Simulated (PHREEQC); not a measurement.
Solution (25 °C): 190 mmol/kgw Na2CO3, 1 mmol/kgw HF and 0.031 mmol/kgw CO2. Closed to the air; pH follows from the charge balance.

Model: ion-association model, phreeqc.dat, run in PHREEQC.

Each row changes one thing in this solution. Precipitation was switched off in this run.

```json
[
 {"case": "as made", "pH": "11.25", "ionic strength (mol/kgw)": "0.355", "HCO3- (mol/kgw)": "0.00351", "F- (mol/kgw)": "0.000935", "CO2 (mol/kgw)": "2.93e-8"},
 {"case": "diluted 2-fold with water", "pH": "11.21", "ionic strength (mol/kgw)": "0.197", "HCO3- (mol/kgw)": "0.00272", "F- (mol/kgw)": "0.000479", "CO2 (mol/kgw)": "2.70e-8"},
 {"case": "HF from 0.001 to 0.01 mol/kgw", "pH": "10.77", "ionic strength (mol/kgw)": "0.354", "HCO3- (mol/kgw)": "0.0102", "F- (mol/kgw)": "(withheld)", "CO2 (mol/kgw)": "2.60e-7"},
 {"case": "HF from 0.001 to 0.0015 mol/kgw", "pH": "11.22", "ionic strength (mol/kgw)": "0.355", "HCO3- (mol/kgw)": "0.00378", "F- (mol/kgw)": "0.00140", "CO2 (mol/kgw)": "3.42e-8"},
 {"case": "diluted 10-fold with water", "pH": "(withheld)", "ionic strength (mol/kgw)": "0.0473", "HCO3- (mol/kgw)": "0.00147", "F- (mol/kgw)": "9.87e-5", "CO2 (mol/kgw)": "2.44e-8"},
 {"case": "Na2CO3 left out", "pH": "3.27", "ionic strength (mol/kgw)": "0.000558", "HCO3- (mol/kgw)": "2.60e-8", "F- (mol/kgw)": "0.000557", "CO2 (mol/kgw)": "3.10e-5"},
 {"case": "0.02 mol/kgw TMAH added", "pH": "12.10", "ionic strength (mol/kgw)": "0.378", "HCO3- (mol/kgw)": "0.000497", "F- (mol/kgw)": "0.000936", "CO2 (mol/kgw)": "5.76e-10"}
]
```

Task: Complete the blanks.

Result: 
- HF from 0.001 to 0.01 mol/kgw, F- (mol/kgw): 0.00934
- diluted 10-fold with water, pH: 11.05

(CH3)4N+ isn't in the database: it is added as a free cation with an ion size of 4 Å.
